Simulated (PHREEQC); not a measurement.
Dissolve 4.5 mol/kgw HCl and 1.6 mol/kgw MnCl2 at 25 °C. It is in equilibrium with CO2 at log p = -3.5 (atm). Otherwise closed; pH follows from the charge balance.

Equilibrium calculation in PHREEQC: Pitzer model, pitzer.dat.

The ionic strength comes out as 9.30 mol/kgw. What activity coefficients do Mn+2, H+, Cl- get?

Mn+2 17, H+ 24, Cl- 0.70. Single-ion values are on the MacInnes scale.

No solid was allowed to form. Complexes and solids missing from the database can't appear. In brines, pH and single-ion activities rest on the MacInnes convention.
